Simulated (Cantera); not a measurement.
## Reactions in the system Cl-O-Ti

Standard-state values (1 bar) from the NASA 1993 polynomials, evaluated with Cantera. Values are per mole of reaction as written; species without (g) are pure solids or liquids, kept so even where they would boil at 1 bar.

3 O2(g) + 8 TiCl3(g) + 2 Ti2O3 ⇌ 12 TiOCl2(g)

```tsv
T (K)	ΔH° (kJ)	ΔS° (J/K)	ΔG° (kJ)	log10 K
2773	346.1	248.6	-343.1	6.46
2798	343.1	247.5	-349.3	6.52
2823	340.1	246.4	-355.5	6.58
2848	337.0	245.3	-361.6	6.63
2873	334.0	244.3	-367.8	6.69
```

12 Cl(g) + 7 TiO(g) ⇌ Ti4O7 + 3 TiCl4(g)

```csv
T (K),ΔH° (kJ),ΔS° (J/K),ΔG° (kJ),log10 K
2773,-7034.1,-2052.3,-1343.0,25.30
2798,-7030.1,-2050.9,-1291.7,24.11
2823,-7026.1,-2049.5,-1240.4,22.95
2848,-7022.1,-2048.1,-1189.2,21.81
2873,-7018.2,-2046.7,-1138.0,20.69
```
